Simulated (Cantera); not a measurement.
Cantera run:

```python
import numpy as np
import cantera as ct

gas_names = """
    Electron B B+ B- BN B2 N N+ N- N2 N2+ N2-
""".split()
cond_names = """
    B(b) B(L) BN(s)
""".split()


# ... load() reads the species with a 1 bar reference pressure and builds the phases ...
atoms = {
    'BN': {'B': 1, 'N': 1},
    'N2': {'N': 2},
}
top_T = {'BN(s)': 3200}  # K; cautious upper limits of use, not melting points


# ... equilibrate(T, P, feed) seeds the gas with the atoms and calls Mixture.equilibrate('TP', solver="vcs", rtol=1e-11, max_steps=5000) ...
results = []
feed = {'BN': 1, 'N2': 0.17}  # mol
P = 78  # Pa
for T in [3000, 3500, 4000, 4500, 5000]:
    mix = equilibrate(T, P, feed)
    results.append((T, P, feed, dict(zip(mix.species_names, mix.species_moles))))

top = {s: max(r[3][s] / sum(r[3][g] for g in gas_names) for r in results) for s in gas_names}
cols = sorted((s for s in top if top[s] > 1e-05), key=lambda s: -top[s])[:6]
seen = [c for c in cond_names if any(r[3].get(c, 0) > 1e-12 for r in results)]
print("log10 of partial pressures in bar; condensed amounts in mol")
print(f"{'T/K':>10s}" + "".join(f"{s[:9]:>10s}" for s in cols + seen))
for T, P, feed, n in results:
    ng = sum(n[g] for g in gas_names)
    print(f"{T:10.4g}" + "".join(f"{np.log10(max(n[s] / ng * P / 1e5, 1e-99)):10.3f}" for s in cols)
          + "".join(f"{n.get(c, 0):10.4g}" for c in seen))
```

Output:

```
log10 of partial pressures in bar; condensed amounts in mol
       T/K         B        N2         N  Electron        B+        BN
      3000    -3.332    -3.505    -6.609    -7.766    -7.766    -5.806
      3500    -3.333    -3.509    -5.409    -6.688    -6.688    -6.027
      4000    -3.342    -3.536    -4.519    -5.873    -5.873    -6.213
      4500    -3.379    -3.662    -3.877    -5.247    -5.247    -6.440
      5000    -3.460    -4.055    -3.507    -4.766    -4.766    -6.819
```

Method: chemical equilibrium by Gibbs-energy minimisation in Cantera with the NASA 1993 tables (ideal gas, pure condensed phases).
